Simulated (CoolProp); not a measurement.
Vapour-liquid equilibrium of dimethyl ether (1) + n-pentane (2) at 0.296 MPa; x and y are mole fractions of (1).

Computed with CoolProp (multi-fluid Helmholtz-energy mixture model, Wu 2011 and Thol 2019; pair parameters Bell 2016).

### Question
Give the bubble temperature and the first vapour's composition at x = 0.425, 0.725, 0.875. Is there an azeotrope?

### Answer
x = 0.425: 21.5 °C, y = 0.883; x = 0.725: 9.1 °C, y = 0.958; x = 0.875: 5.8 °C, y = 0.977. No azeotrope shows between x = 0.05 and 0.95.

Pair parameters are fitted to limited data, so mixtures are less certain than the pure fluids. The gap from Raoult's law changes sign with composition, which may be real or a fault of the pair parameters; it wasn't checked against measurements.
